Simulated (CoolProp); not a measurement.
Model: reference Helmholtz-energy equation of state, Zhou 2011, in CoolProp.

Task: Give the vapour pressure (kPa), liquid density (kg/m³), vapour density (kg/m³), enthalpy of vaporisation (kJ/kg) of saturated dimethyl carbonate at 183.75, 186.75, 207.55 °C.

Result: 
```csv
T (°C),p (kPa),liquid density (kg/m³),vapour density (kg/m³),enthalpy of vaporisation (kJ/kg)
183.75,1000,825,28.0,298
186.75,1060,819,29.7,295
207.55,1530,778,43.8,272
```
